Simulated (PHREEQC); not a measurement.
Model water analysis in mg/kgw, 65 °C, pH 3.78, pe 10.9: Na 281; K 19.1; Ca 116; Mg 58.6; Cl 243; S(6) as SO4 840; Cu(2) 9.59.

Valence states are taken as typed.

All values are PHREEQC results (ion-association model, wateq4f.dat), not measurements.

Precipitation was switched off in this run.

**Question.** Order these Cu species by the share of Cu that they hold, largest first: CuSO4, CuCl+, Cu+2.

**Answer.** Cu+2 (67 %), CuSO4 (29 %), CuCl+ (3.7 %)

The pH is 3.78 and the ionic strength 0.0290 mol/kgw. Constants without temperature data keep their 25 °C values here.
